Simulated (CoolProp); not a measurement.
Ethanol along the isotherm 271.75 °C: Z from the reference equation and from simpler models built on Tc = 241.6 °C, pc = 6268 kPa, ω = 0.644; each cubic takes its own stable root.

Computed with CoolProp (reference Helmholtz-energy equation of state, Schroeder 2014).

| p (kPa) | phase | reference | van der Waals | Redlich-Kwong | Soave-Redlich-Kwong | Peng-Robinson |
|---|---|---|---|---|---|---|
| 5220 | gas | 0.7662 | ___ | 0.7092 | 0.7400 | 0.7142 |
| 10400 | supercritical | 0.3277 | 0.3992 | 0.3643 | 0.4340 | 0.4033 |
| 15700 | supercritical | 0.3511 | 0.5159 | 0.4371 | 0.4710 | 0.4296 |
| 20900 | supercritical | 0.4254 | 0.6394 | 0.5275 | 0.5549 | 0.5034 |
| 26100 | supercritical | 0.5032 | 0.7620 | 0.6184 | 0.6430 | 0.5819 |
| 31300 | supercritical | 0.5809 | 0.8826 | 0.7079 | 0.7310 | 0.6607 |
| 36600 | supercritical | 0.6590 | 1.004 | 0.7976 | 0.8197 | 0.7402 |
| 41800 | supercritical | 0.7346 | 1.121 | ___ | 0.9055 | 0.8173 |
| 47000 | supercritical | ___ | 1.237 | 0.9694 | 0.9902 | 0.8935 |
| 52200 | supercritical | 0.8823 | 1.351 | 1.053 | 1.074 | 0.9687 |
| 57500 | supercritical | 0.9561 | 1.467 | 1.138 | 1.158 | 1.045 |
| 62700 | supercritical | 1.028 | 1.580 | 1.220 | 1.240 | 1.118 |

Question: Complete the blanks.

Answer: 
- 5220, van der Waals: 0.7243
- 41800, Redlich-Kwong: 0.8841
- 47000, reference: 0.8090
